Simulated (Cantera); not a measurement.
Input: 1 mol NF3, 0.74 mol O2, 1.7 mol H2, equilibrated at 0.133 bar.

Equilibrium computed with Cantera from the NASA thermochemical tables; the gas is ideal and each condensed phase is pure. Candidate condensed phases: H2O; 65 gas species. Ions and electrons are included (thermal ionisation). Equilibrium is a limit: real reactors are often held back by kinetics, nucleation or transport. All values below are at 3500 K.

Base state: HF 0.422, O 0.192, H 0.140, F 0.106, N2 0.0839, O2 0.0203, OH 0.0177, NO 0.00813 (mole fractions); condensed: gas only.

Problem. What changes in the equilibrium state with this change: pressure from 0.133 bar to 0.320 bar?

Solution. 
```json
[
 {"species": "HF", "before": "0.422", "after": "0.490"},
 {"species": "O", "before": "0.192", "after": "0.165"},
 {"species": "H", "before": "0.140", "after": "0.0970"},
 {"species": "F", "before": "0.106", "after": "0.0741"},
 {"species": "O2", "before": "0.0203", "after": "0.0359"},
 {"species": "OH", "before": "0.0177", "after": "0.0252"},
 {"species": "NO", "before": "0.00813", "after": "0.0111"},
 {"species": "N2", "before": "0.0839", "after": "0.0883"},
 {"species": "H2O", "before": "0.00205", "after": "0.00488"},
 {"species": "N", "before": "0.000176", "after": "0.000116"},
 {"species": "H2", "before": "0.00749", "after": "0.00864"}
]
```
